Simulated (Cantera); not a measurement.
Cantera with NASA thermochemical tables; ideal gases at 1 bar, condensed phases pure. Values are per mole of reaction as written; species without (g) are pure solids or liquids, kept so even where they would boil at 1 bar.

Task: Between 300 and 2223 K, where is each reaction favourable under standard conditions?
- CF4(g) ⇌ F2(g) + CF2(g)

Result: 
- CF4(g) ⇌ F2(g) + CF2(g): ΔG° is 696 kJ at 300 K and 351 kJ at 2223 K; it stays positive (K < 1). ΔH° is 739 kJ and ΔS° 174 J/K at 2223 K.
